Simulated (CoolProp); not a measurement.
Sulfur dioxide along the isotherm 85.35 °C: density (kg/m³) from the reference equation and from simpler models built on Tc = 157.5 °C, pc = 78.87 bar, ω = 0.256; each cubic takes its own stable root.

The numbers come from the reference Helmholtz-energy equation of state, Gao 2016 in CoolProp.

```csv
p (bar),phase,reference
13.1,gas,32.08
26.3,liquid,1176
39.4,liquid,1183
52.6,liquid,1189
65.7,liquid,1195
78.9,liquid,1201
92,liquid,1207
105,liquid,1212
118,liquid,1217
```

Task: How far does each simpler model (Soave-Redlich-Kwong, Peng-Robinson) lie from the reference over these 9 states: mean and median of the absolute difference, and the worst?

Result: 
- Soave-Redlich-Kwong: mean 10.6 %, median 11.7 %, worst -12.6 % at 85.35 °C and 26.3 bar
- Peng-Robinson: mean 0.3 %, median 0.3 %, worst -0.8 % at 85.35 °C and 26.3 bar
